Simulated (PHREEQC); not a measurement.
Dissolve 130 mmol/kgw Mn(NO3)2, 0.74 mmol/kgw Na2CO3 and 0.26 mmol/kgw Cd(NO3)2 at 40 °C. Closed to the air; pH follows from the charge balance.

Equilibrium calculation in PHREEQC: ion-association model, wateq4f.dat.

This is a speciation only: nothing precipitates in the calculation.

**Question.** Predict the pH.

**Answer.** pH 7.83.

**Question.** In which forms is C present?

**Answer.** MnCO3 63 %, MnHCO3+ 27 %, HCO3- 9.1 % of the C.

The solution is supersaturated, for example in Rhodochrosite, Otavite, so a real one may precipitate; this is no full list. Species that the database lacks are ignored. Away from 25 °C the constants follow the database's enthalpies or fits; those with neither stay at their 25 °C values.
